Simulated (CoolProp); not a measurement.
Computed with CoolProp (reference Helmholtz-energy equation of state, Zhou 2011).

For dimethyl carbonate, give the phase and the Z, speed of sound (m/s), Joule-Thomson coefficient (K/MPa), isothermal compressibility (1/MPa) at 338.6 K and 0.622 bar; 585.2 K and 60.7 bar.


- 338.6 K and 0.622 bar: liquid; Z 0.00197, speed of sound 1040, Joule-Thomson coefficient -0.280, isothermal compressibility 0.00126
- 585.2 K and 60.7 bar: supercritical; Z 0.471, speed of sound 138, Joule-Thomson coefficient 11.1, isothermal compressibility 0.457
